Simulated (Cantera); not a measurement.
What does this Cantera script print?

```python
import numpy as np
import cantera as ct

gas = ct.Solution("gri30.yaml")
gas.TPX = 1350, 120000, {'CH4': 1, 'CO': 0.61, 'O2': 1.05, 'N2': 6.3, 'CO2': 0.59}
reactor = ct.IdealGasReactor(gas, energy="on", clone=False)
net = ct.ReactorNet([reactor])
net.rtol, net.atol = 1e-08, 1e-16
show = ['CH4', 'CO', 'O2', 'NO2', 'C2H', 'HCO', 'C2H2']
times = np.geomspace(4e-06, 2, 12)

steps = ct.SolutionArray(gas, extra=["t"])
rows = []
print(f"{'t/s':>10s}{'T/K':>9s}{'P/Pa':>11s}" + "".join(f"{s:>11s}" for s in show))
for t in times:
    while net.time < t:
        t_next = net.step()
        steps.append(gas.state, t=t_next)
    rows.append([np.interp(t, steps.t, y) for y in (steps.T, steps.P, *steps(*show).X.T)])
    print(f"{t:10.3e}{rows[-1][0]:9.1f}{rows[-1][1]:11.4g}" + "".join(f"{x:11.3e}" for x in rows[-1][2:]))
rate = np.gradient(steps.T, steps.t)
print("integrator steps:", len(steps.t))
if steps.T.max() > steps.T[0] + 200:
    print(f"time of steepest temperature rise: {steps.t[rate.argmax()]:.4e} s")
gas.TPX = 1350, 120000, {'CH4': 1, 'CO': 0.61, 'O2': 1.05, 'N2': 6.3, 'CO2': 0.59}
gas.equilibrate("UV")
print(f"equilibrium (UV): T = {gas.T:.1f} K  " + "  ".join(f"{s} {gas[s].X[0]:.3e}" for s in show))
```

It prints:

```
       t/s      T/K       P/Pa        CH4         CO         O2        NO2        C2H        HCO       C2H2
 4.000e-06   1350.0    1.2e+05  1.047e-01  6.387e-02  1.099e-01  4.911e-24  9.348e-29  1.556e-13  2.943e-19
 1.319e-05   1350.0    1.2e+05  1.047e-01  6.387e-02  1.099e-01  2.065e-22  1.875e-27  3.300e-13  4.497e-18
 4.347e-05   1350.0    1.2e+05  1.047e-01  6.387e-02  1.099e-01  6.709e-21  1.605e-25  8.060e-13  2.295e-16
 1.433e-04   1350.0    1.2e+05  1.047e-01  6.387e-02  1.099e-01  1.643e-19  5.156e-23  2.669e-12  3.788e-14
 4.725e-04   1350.0    1.2e+05  1.047e-01  6.387e-02  1.099e-01  3.302e-18  2.529e-20  3.288e-11  8.255e-12
 1.558e-03   1350.7  1.201e+05  1.046e-01  6.386e-02  1.099e-01  1.032e-16  6.870e-18  4.385e-10  1.105e-09
 5.136e-03   1355.0  1.204e+05  1.038e-01  6.384e-02  1.094e-01  5.521e-15  7.679e-16  3.055e-09  5.693e-08
 1.693e-02   2311.9   2.25e+05  4.439e-04  1.575e-01  3.239e-06  3.234e-10  1.758e-06  3.327e-07  1.878e-03
 5.582e-02   2303.5  2.254e+05  2.314e-11  1.640e-01  4.830e-06  6.383e-10  3.142e-17  1.294e-07  2.848e-14
 1.840e-01   2303.6  2.254e+05  2.305e-11  1.640e-01  4.838e-06  5.321e-10  3.133e-17  1.295e-07  2.837e-14
 6.067e-01   2303.6  2.254e+05  2.305e-11  1.640e-01  4.838e-06  5.313e-10  3.133e-17  1.295e-07  2.837e-14
 2.000e+00   2303.6  2.254e+05  2.305e-11  1.640e-01  4.838e-06  5.313e-10  3.133e-17  1.295e-07  2.837e-14
integrator steps: 2235
time of steepest temperature rise: 1.6775e-02 s
equilibrium (UV): T = 2303.6 K  CH4 2.563e-11  CO 1.640e-01  O2 4.838e-06  NO2 5.313e-10  C2H 3.427e-17  HCO 1.295e-07  C2H2 3.103e-14
```

Computed with Cantera and GRI-Mech 3.0 (53 species, 325 reactions).
